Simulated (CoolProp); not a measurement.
A closed Brayton cycle with carbon dioxide: compressor inlet 320.15 K and 7.7 MPa, high pressure 17 MPa, turbine inlet 770 K, compressor efficiency 0.8, turbine efficiency 0.85, recuperator effectiveness 0.95 (on enthalpy, no pinch check). Each further row changes one setting.

The numbers come from the reference Helmholtz-energy equation of state, Span 1996 in CoolProp.

```
case                           thermal efficiency (%)  net work (kJ/kg)  compressor to turbine work  compressor exit (K)  turbine exit (K)
-----------------------------  ----------------------  ----------------  --------------------------  -------------------  ----------------
as stated                                        29.6              51.4                        0.44                387.2             683.7
turbine inlet 720 K                                 ?              44.6                           ?                387.2             636.8
compressor inlet 330.15 K                        28.1              45.9                           ?                402.1             683.7
high pressure 14.4 MPa                           28.8              42.7                        0.42                372.7             701.4
recuperator effectiveness 0.5                    15.7              51.4                        0.44                387.2             683.7
```

### Question
What belongs in the gaps?

### Answer

- turbine inlet 720 K, thermal efficiency (%): 27.2
- turbine inlet 720 K, compressor to turbine work: 0.48
- compressor inlet 330.15 K, compressor to turbine work: 0.50
